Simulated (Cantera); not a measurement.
Cantera run, input and output.

```python
import numpy as np
import cantera as ct

gas = ct.Solution("gri30.yaml")
gas.TPX = 923, 26000, {'CO': 0.004, 'O2': 0.0078, 'H2O': 0.00037, 'N2': 0.32}
reactor = ct.IdealGasConstPressureReactor(gas, energy="off", clone=False)
net = ct.ReactorNet([reactor])
net.rtol, net.atol = 1e-08, 1e-18
show = ['CO', 'O2', 'H2O', 'H', 'OH']
times = np.geomspace(2e-05, 200, 14)

steps = ct.SolutionArray(gas, extra=["t"])
rows = []
print(f"{'t/s':>10s}{'T/K':>9s}{'P/Pa':>11s}" + "".join(f"{s:>11s}" for s in show))
for t in times:
    while net.time < t:
        t_next = net.step()
        steps.append(gas.state, t=t_next)
    rows.append([np.interp(t, steps.t, y) for y in (steps.T, steps.P, *steps(*show).X.T)])
    print(f"{t:10.3e}{rows[-1][0]:9.1f}{rows[-1][1]:11.4g}" + "".join(f"{x:11.3e}" for x in rows[-1][2:]))
rate = np.gradient(steps.T, steps.t)
print("integrator steps:", len(steps.t))
if steps.T.max() > steps.T[0] + 200:
    print(f"time of steepest temperature rise: {steps.t[rate.argmax()]:.4e} s")
gas.TPX = 923, 26000, {'CO': 0.004, 'O2': 0.0078, 'H2O': 0.00037, 'N2': 0.32}
gas.equilibrate("TP")
print(f"equilibrium (TP): T = {gas.T:.1f} K  " + "  ".join(f"{s} {gas[s].X[0]:.3e}" for s in show))
```

Result:

```
       t/s      T/K       P/Pa         CO         O2        H2O          H         OH
 2.000e-05    923.0    2.6e+04  1.204e-02  2.348e-02  1.114e-03  2.499e-18  3.130e-17
 6.910e-05    923.0    2.6e+04  1.204e-02  2.348e-02  1.114e-03  5.386e-17  2.552e-16
 2.388e-04    923.0    2.6e+04  1.204e-02  2.348e-02  1.114e-03  1.206e-15  2.022e-15
 8.249e-04    923.0    2.6e+04  1.204e-02  2.348e-02  1.114e-03  1.839e-14  1.313e-14
 2.850e-03    923.0    2.6e+04  1.204e-02  2.348e-02  1.114e-03  1.457e-13  7.112e-14
 9.848e-03    923.0    2.6e+04  1.204e-02  2.348e-02  1.114e-03  6.816e-13  3.011e-13
 3.403e-02    923.0    2.6e+04  1.204e-02  2.348e-02  1.114e-03  2.797e-12  1.207e-12
 1.176e-01    923.0    2.6e+04  1.204e-02  2.348e-02  1.114e-03  1.540e-11  6.607e-12
 4.062e-01    923.0    2.6e+04  1.204e-02  2.348e-02  1.114e-03  4.664e-10  2.003e-10
 1.403e+00    923.0    2.6e+04  9.080e-03  2.202e-02  1.100e-03  1.952e-06  9.410e-07
 4.849e+00    923.0    2.6e+04  1.685e-03  1.839e-02  1.115e-03  2.371e-07  4.964e-07
 1.675e+01    923.0    2.6e+04  1.724e-04  1.765e-02  1.120e-03  9.074e-09  1.741e-07
 5.789e+01    923.0    2.6e+04  1.110e-05  1.757e-02  1.121e-03  2.170e-10  6.329e-08
 2.000e+02    923.0    2.6e+04  3.116e-07  1.757e-02  1.121e-03  2.319e-12  2.345e-08
integrator steps: 1349
equilibrium (TP): T = 923.0 K  CO 6.438e-13  O2 1.756e-02  H2O 1.121e-03  H 1.684e-16  OH 1.802e-09
```

Detailed kinetics in Cantera: GRI-Mech 3.0 (53 species, 325 reactions).
